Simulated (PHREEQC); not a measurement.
0.15 g of hydrous ferric oxide (600 m²/g; 0.2 weak and 0.005 strong sites per Fe, Dzombak-Morel constants, diffuse double layer) in 1 kg of water with 0.05 mol/kgw of an inert sodium salt and 0.00011 mol MnCl2, at 25 °C; the pH is set by adding NaOH or the inert anion's acid. The system is closed to oxygen. No CO2 enters from the air. Nothing may precipitate in this run.

The series has 13 steps of pH, from 4 to 10.

All values are PHREEQC results (ion-association model, wateq4f.dat), not measurements.

Question: Near which pH is half of the Mn sorbed, and on which side is more sorbed?

Answer: Near pH 7.9, with more sorbed at higher pH.

Question: At which pH does the surface charge pass through zero?

Answer: Near pH 8.8.

Species that the database lacks are ignored.
